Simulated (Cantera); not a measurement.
Input: 1 mol SiHCl3, 0.039 mol Cl2, 69 mol H2, 0.076 mol NH3, equilibrated at 1.00 Torr.

Cantera equilibrium calculation (NASA polynomials, part measured and part estimated; ideal gas, pure solids and liquids). Candidate condensed phases: NH4Cl, Si, Si3N4; 28 gas species. Gases not in the tables: Si2H6 and higher silanes. Kinetics and transport are ignored.

Question: Which condensed phases are stable at each of these points (T (K)): 1548, 1573, 1598, 1623, 1648, 1673, 1698?

Answer: 
```
T (K)  condensed phases  Si condensed (%)
-----  ----------------  ----------------
1548              Si(s)              69.8
1573              Si(s)              69.2
1598              Si(s)              68.6
1623              Si(s)              67.9
1648              Si(s)              66.9
1673              Si(s)              65.6
1698              Si(l)              64.1
```

From 1548 K to 1673 K the condensed part is Si(s). At 1698 K the condensed part is Si(l).
